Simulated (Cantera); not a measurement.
A closed system holds: 1 mol CCl4, 0.072 mol Si, at 1225 K and 1.33 mbar.

Cantera equilibrium calculation (NASA polynomials, part measured and part estimated; ideal gas, pure solids and liquids). Candidate condensed phases: C, Si, SiC; 24 gas species. Kinetics and transport are ignored.

Base state: Cl2 0.815, Cl 0.151, SiCl4 0.0345 (mole fractions); condensed: C(graphite).

Problem. What changes in the equilibrium state with this change: temperature from 1225 K to 2998.15 K?

Solution. 
```
species           before    after
----------------  ------  -------
Cl                 0.151    0.894
C3                 <1e-9   0.0570
C                  <1e-9   0.0235
Cl2                0.815  1.17e-5
SiCl4             0.0345    <1e-9
Si                 <1e-9   0.0119
C2                 <1e-9  0.00921
SiC2               <1e-9  0.00396
C(graphite), mol   1.000        0
```
The tables' values for SiCl, CCl are old estimates; treat these amounts as uncertain.
